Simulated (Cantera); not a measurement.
A freely propagating, adiabatic, planar premixed flame of 35.3 % H2, 13.6 % O2, 51.1 % N2, unburnt at 648 K and 2030 Torr; multicomponent+Soret transport, grid criteria slope 0.08 and curve 0.16, no radiation.

Computed with Cantera and the H2/O2 subset of GRI-Mech 3.0, which has no nitrogen chemistry. The hydrogen kinetics of GRI-Mech 3.0 are dated; newer H2 mechanisms differ, most at raised pressure. Burning velocities carry a grid error of a few per cent, more on coarse grids.

x: mole fraction of selected species; z is measured from the peak of heat release.

| z (mm) | T (K) | u (m/s) | x H2 | x O2 | x H | x O | x OH | x HO2 |
|---|---|---|---|---|---|---|---|---|
| -0.387 | 648 | 9.62 | 0.353 | 0.136 | <1e-8 | <1e-8 | <1e-8 | <1e-8 |
| -0.258 | 648 | 9.62 | 0.353 | 0.136 | <1e-8 | <1e-8 | <1e-8 | <1e-8 |
| -0.193 | 648 | 9.62 | 0.353 | 0.136 | <1e-8 | <1e-8 | <1e-8 | 2.06e-8 |
| -0.129 | 648 | 9.62 | 0.352 | 0.136 | 3.45e-8 | <1e-8 | <1e-8 | 1.06e-6 |
| -0.0644 | 668 | 9.77 | 0.341 | 0.137 | 0.000159 | [?] | 5.57e-5 | 0.000365 |
| -0.0322 | 894 | 12.7 | 0.300 | 0.133 | 0.00576 | [?] | 0.00101 | 0.000408 |
| 0 | 1355 | 18.6 | 0.203 | 0.0904 | 0.0360 | [?] | 0.00419 | 0.000181 |
| 0.0322 | 1687 | 23.0 | 0.116 | 0.0345 | 0.0624 | 0.00842 | 0.0103 | 6.40e-5 |
| 0.0644 | 1847 | 25.0 | 0.0923 | 0.0156 | 0.0636 | 0.00835 | 0.0138 | 2.70e-5 |
| 0.129 | 2010 | 27.0 | 0.0892 | 0.00910 | 0.0528 | [?] | 0.0157 | 1.41e-5 |
| 0.258 | 2170 | 28.8 | 0.0906 | 0.00628 | 0.0393 | [?] | 0.0157 | 8.56e-6 |
| 0.516 | 2316 | 30.4 | 0.0909 | 0.00389 | 0.0274 | [?] | 0.0140 | 4.85e-6 |
| 1.03 | 2431 | 31.6 | 0.0904 | 0.00211 | 0.0182 | [?] | 0.0112 | 2.49e-6 |

Problem. Some entries are withheld; supply them.

Solution. 
- -0.0644, x O: 1.05e-5
- -0.0322, x O: 0.000411
- 0, x O: 0.00467
- 0.129, x O: 0.00689
- 0.258, x O: 0.00481
- 0.516, x O: 0.00289
- 1.03, x O: 0.00151
